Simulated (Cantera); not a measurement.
Cantera run, input and output.

```python
import numpy as np
import cantera as ct

surf = ct.Interface("ptcombust.yaml", "Pt_surf")
gas = surf.adjacent["gas"]
gas.TPX = 300, 38000, {'CH4': 0.038, 'O2': 0.063, 'N2': 0.79}
jet = ct.ImpingingJet(gas=gas, width=0.087, surface=surf)
jet.inlet.mdot, jet.inlet.T, jet.inlet.X = 0.026, 300, {'CH4': 0.038, 'O2': 0.063, 'N2': 0.79}
jet.set_refine_criteria(ratio=10, slope=0.2, curve=0.3)
show, cover = ['CH4', 'O2', 'H2O', 'OH', 'CO', 'CO2'], ["PT(S)", "H(S)", "O(S)", "OH(S)", "CO(S)", "C(S)"]

rows = []
print(f"{'Ts/K':>7s}" + "".join(f"{s:>11s}" for s in show + cover) + "   (gas at the wall, coverages)")
for i, Ts in enumerate([850, 900, 950, 1000, 1050, 1100]):
    jet.surface.T = Ts
    if i == 0:
        surf.TP = Ts, 38000
        surf.coverages = "PT(S):0.5, O(S):0.5"
        surf.advance_coverages(1.0)
        jet.set_initial_guess(products="inlet")
    jet.solve(loglevel=0, auto=(i == 0))
    rows.append([*(jet.X[gas.species_index(s), -1] for s in show), *surf[cover].coverages])
    print(f"{Ts:7g}" + "".join(f"{x:11.3e}" for x in rows[-1]))
```

Result:

```
   Ts/K        CH4         O2        H2O         OH         CO        CO2      PT(S)       H(S)       O(S)      OH(S)      CO(S)       C(S)   (gas at the wall, coverages)
    850  3.905e-03  1.365e-03  7.168e-02  3.018e-11  2.501e-02  1.819e-02  2.835e-01  7.730e-05  1.753e-05  3.099e-05  7.116e-01  4.683e-03
    900  2.070e-03  7.869e-04  7.465e-02  5.883e-11  3.149e-02  1.286e-02  3.869e-01  2.737e-04  6.448e-06  1.756e-05  6.046e-01  8.182e-03
    950  1.124e-03  4.699e-04  7.559e-02  1.198e-10  3.421e-02  1.085e-02  5.169e-01  7.674e-04  3.355e-06  1.198e-05  4.719e-01  1.041e-02
   1000  6.666e-04  3.047e-04  7.393e-02  2.841e-10  3.316e-02  1.264e-02  6.609e-01  1.509e-03  2.897e-06  1.040e-05  3.293e-01  8.249e-03
   1050  4.539e-04  2.237e-04  6.995e-02  7.722e-10  2.873e-02  1.791e-02  7.964e-01  2.123e-03  3.817e-06  1.081e-05  1.970e-01  4.463e-03
   1100  3.598e-04  1.875e-04  6.506e-02  2.165e-09  2.307e-02  2.443e-02  8.941e-01  2.419e-03  5.902e-06  1.181e-05  1.014e-01  2.106e-03
```

Computed with Cantera and Deutschmann's 1995 Pt surface mechanism with GRI-Mech 3.0 gas chemistry. Catalytic surfaces can have several steady states; this one follows from the mechanism file's or the stated starting coverage.
